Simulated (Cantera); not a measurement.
An isothermal, constant-pressure homogeneous reactor starts with 7.14 % C₂H₄, 92.9 % H₂, at 1598 K and 9.00 Torr.

Cantera simulation using GRI-Mech 3.0 (53 species, 325 reactions); the numbers are that mechanism's predictions, not measurements. GRI-Mech 3.0 was tuned for natural gas; its chemistry of ethylene as a main component is partial and can be far from experiment. GRI-Mech 3.0 stops at C3 and has no aromatics, soot or wall deposition, so with more carbon than oxygen in the feed, carbon stays in small species such as C2H2 where larger ones or solid carbon would form. Radical loss at walls, strong at low pressure, is not modelled.

x: mole fraction; the columns are a selection and need not sum to one.

```
t (s)      x C₂H₄   x H₂       x H     x CH₃     x CH₄
--------  -------  -----  --------  --------  --------
4.00e-5    0.0714  0.929   1.66e-8    <1e-12    <1e-12
0.000111   0.0714  0.929   4.88e-8  7.89e-12  4.04e-12
0.000306   0.0713  0.929   1.38e-7  4.67e-11  7.77e-11
0.000846   0.0711  0.929   3.87e-7  1.70e-10  9.13e-10
0.00234    0.0705  0.929   1.08e-6  5.15e-10         …
0.00647    0.0688  0.929   3.01e-6   1.48e-9         …
0.0179     0.0641  0.929   8.31e-6   4.02e-9         …
0.0495     0.0510  0.930   1.96e-5   9.04e-9         …
0.137      0.0241  0.932   3.34e-5   1.51e-8         …
0.378     0.00151  0.933   8.81e-5   4.45e-8         …
1.05      8.56e-5  0.933  0.000353   1.94e-7         …
2.89      8.37e-5  0.933  0.000472   3.77e-7         …
8.00      8.36e-5  0.933  0.000473   7.33e-7         …
```

### Question
Fill in the missing entries.

### Answer

- 0.00234, x CH₄: 8.21e-9
- 0.00647, x CH₄: 6.69e-8
- 0.0179, x CH₄: 5.10e-7
- 0.0495, x CH₄: 3.27e-6
- 0.137, x CH₄: 1.22e-5
- 0.378, x CH₄: 2.27e-5
- 1.05, x CH₄: 2.53e-5
- 2.89, x CH₄: 3.67e-5
- 8.00, x CH₄: 7.11e-5
